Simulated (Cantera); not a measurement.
A closed system holds: 1 mol CH₃SiCl₃, 0.45 mol CH₄, 31 mol H₂, at 135 Torr.

These are equilibrium values from Cantera (NASA tables, ideal gas, pure condensed phases), not measurements of a reactor. Candidate condensed phases: C, C₆H₆, C₇H₈, C₈H₁₈, Si, SiC; 109 gas species. The feed counts by its element totals alone. The tables' values for SiCl, SiCl₃ are old estimates; treat these amounts as uncertain. Gases not in the tables: Si₂H₆ and higher silanes. Kinetics and transport are ignored.

log p: log10 of the partial pressure in bar; n: condensed amount in mol.

| T (K) | log p H₂ | log p HCl | log p CH₄ | log p SiCl₄ | n SiC(s) | n C(graphite) |
|---|---|---|---|---|---|---|
| 923 | -0.78 | -2.14 | -2.33 | -2.68 | 0.581 | 0 |
| 1123 | -0.78 | -1.83 | -3.10 | -3.70 | 0.952 | 0.345 |
| 1323 | -0.78 | -1.81 | -3.74 | -5.06 | 0.994 | 0.420 |
| 1523 | -0.78 | -1.81 | … | … | 0.992 | 0.445 |
| 1723 | -0.78 | -1.82 | … | … | 0.984 | 0.455 |
| 1923 | -0.78 | -1.82 | -4.85 | -7.60 | 0.970 | 0.448 |
| 2123 | -0.79 | -1.83 | -5.08 | -8.14 | 0.948 | 0.395 |

### Question
Fill in the missing entries.

### Answer

- 1723, log p CH₄: -4.57
- 1723, log p SiCl₄: -6.95
- 1523, log p CH₄: -4.21
- 1523, log p SiCl₄: -6.13
